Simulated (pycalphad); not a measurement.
CALPHAD calculation (pycalphad, COST 507 light-alloy database (1999)), 1 atm. The database dates from 1999; later assessments differ in places, in temperatures and in the compounds included. Amounts are mole fractions of atoms.

Give the equilibrium state of C-0.23B (at.%) at 1027 °C.


```
T = 1300.00 K, P = 101325 Pa, N = 1 mol of atoms
G = -20977 J/mol, H = 18504 J/mol, S = 30.37 J/(mol K)  (SER reference)
chemical potentials (J/mol): C -20908, B -50899
phase             fraction       x(C)       x(B)
GRAPHITE            0.9979     0.9994   0.000642
B4C                 0.0021     0.1999     0.8001
```

Database names, with the compositions (at.%) that they take in these runs: B4C: B 80 C 20.
